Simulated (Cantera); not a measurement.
A freely propagating, adiabatic, planar premixed flame of CH3OH : O2 : N2 = 1 : 2 : 6.8 (molar parts), unburnt at 300 K and 1.58 atm; mixture-averaged transport, grid criteria slope 0.08 and curve 0.16, no radiation.

Detailed kinetics in Cantera: GRI-Mech 3.0 (53 species, 325 reactions). GRI-Mech 3.0 was tuned for natural gas; its chemistry of methanol as a main component is partial and can be far from experiment. Burning velocities carry a grid error of a few per cent, more on coarse grids.

### Question
What does this change do: 0.37 parts CO2 added?

### Answer
```
quantity                     before      after
------------------------  ---------  ---------
laminar burning velocity  23.3 cm/s  18.4 cm/s
thermal thickness          0.340 mm   0.406 mm
peak x(OH)                  0.00640    0.00514
peak x(CH4)                 2.02e-5    1.49e-5
peak x(CH2)                 9.41e-7    5.79e-7
peak x(H2O2)               0.000914   0.000792
```
